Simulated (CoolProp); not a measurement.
Properties of CH2F2 (R32) along the isotherm 374.9 K (Tc = 351.3 K, pc = 5.783 MPa, ω = 0.277).

Values from CoolProp's reference Helmholtz-energy equation of state, Tillner-Roth 1997.

```
p (MPa)          phase  cp (kJ/(kg K))  isothermal compressibility (1/MPa)  conductivity (mW/(m K))
-------  -------------  --------------  ----------------------------------  -----------------------
0.789              gas           1.010                               1.325                     21.2
1.58               gas      (withheld)                              0.6960                     22.4
2.37               gas           1.179                              0.4917               (withheld)
3.15               gas           1.295                              0.3954                     25.1
3.94               gas           1.447                              0.3426                     27.0
4.73               gas           1.654                              0.3147                     29.3
5.52               gas           1.957                              0.3049                     32.6
6.31     supercritical      (withheld)                              0.3124               (withheld)
7.1      supercritical           3.271                              0.3402               (withheld)
7.89     supercritical           4.679                              0.3760                     55.4
8.67     supercritical           5.592                              0.3205                     66.5
```

Question: Complete the blanks.

Answer: 
- 1.58, cp (kJ/(kg K)): 1.086
- 2.37, conductivity (mW/(m K)): 23.7
- 6.31, cp (kJ/(kg K)): 2.436
- 6.31, conductivity (mW/(m K)): 37.4
- 7.1, conductivity (mW/(m K)): 44.7

Thermal conductivity comes from a separate model (Huber 2003), an estimate that may be off by 10 % or more.
